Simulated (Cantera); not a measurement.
A closed system holds: 1 mol SiO2, 16 mol H2, 2.7 mol N2, equilibrated at 0.150 bar.

Cantera equilibrium calculation (NASA polynomials, part measured and part estimated; ideal gas, pure solids and liquids). Candidate condensed phases: H2O, Si, SiO2, Si2N2O, Si3N4; 35 gas species. N2 is the only nitrogen source here; it is nearly inert below about 1500 K, so the nitride shown seldom forms there in practice. Mutual solubility and eutectic melting of coexisting phases are not modelled. The tables hold silica as quartz up to 1696 K and as liquid above; real silica turns to tridymite and cristobalite and melts near 1996 K. Rates play no part.

Question: Which condensed phases are stable at each of these points (T (°C)): 1050, 1150, 1250, 1350, 1450, 1550, 1650?

Answer: 
| T (°C) | condensed phases | Si condensed (%) |
|---|---|---|
| 1050 | SiO2(β-quartz) + Si2N2O(s) | 100.0 |
| 1150 | SiO2(β-quartz) + Si2N2O(s) | 100.0 |
| 1250 | SiO2(β-quartz) + Si2N2O(s) | 99.8 |
| 1350 | SiO2(β-quartz) | 99.0 |
| 1450 | SiO2(condensed) | 97.0 |
| 1550 | SiO2(condensed) | 91.7 |
| 1650 | SiO2(condensed) | 79.8 |

From 1050 °C to 1250 °C the condensed part is SiO2(β-quartz) + Si2N2O(s). At 1350 °C the condensed part is SiO2(β-quartz). From 1450 °C to 1650 °C the condensed part is SiO2(condensed).
